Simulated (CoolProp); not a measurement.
Values from CoolProp's reference Helmholtz-energy equation of state, Span 1996.

**Question.** For carbon dioxide, give the phase and the cv (kJ/(kg K)), speed of sound (m/s), Joule-Thomson coefficient (K/MPa) at 560.05 °C and 0.011 MPa; 546.15 °C and 14.7 MPa.

**Answer.** 
- 560.05 °C and 0.011 MPa: gas; cv 0.992, speed of sound 433, Joule-Thomson coefficient 0.833
- 546.15 °C and 14.7 MPa: supercritical; cv 0.995, speed of sound 448, Joule-Thomson coefficient 0.650
